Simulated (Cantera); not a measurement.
Charge: 1 mol MgF₂, 0.18 mol O₂, a varied amount of H₂, held at 0.220 Pa.

Cantera equilibrium calculation (NASA polynomials, part measured and part estimated; ideal gas, pure solids and liquids). Candidate condensed phases: H₂O, Mg, MgF₂, MgO, Mg(OH)₂; 31 gas species. Mutual solubility and eutectic melting of coexisting phases are not modelled. Equilibrium is a limit: real reactors are often held back by kinetics, nucleation or transport.

Stable condensed phases, one row left out:

```
T in °C \ n(H₂) in mol
          19  42  65  88 110 130 160 180
   1975    A   A   A   A   A   A   A   A
   1875    A   A   A   A   A   A   A   A
   1775    A   A   A   A   A   A   A   A
   1675    A   A   A   A   A   A   A   A
   1575    A   A   A   A   A   A   A   A
   1475    A   A   A   A   A   A   A   A
   1375    A   A   A   A   A   A   A   A
   1175    B   B   A   A   A   A   A   A
   1075    B   B   B   B   B   B   B   B
    975    B   B   B   B   B   B   B   B
    875    C   C   C   C   C   B   B   B
```

A: gas only; B: MgO; C: MgF₂ + MgO.

Q: Give the row for 1275 °C.

A: 19: gas only; 42: gas only; 65: gas only; 88: gas only; 110: gas only; 130: gas only; 160: gas only; 180: gas only.
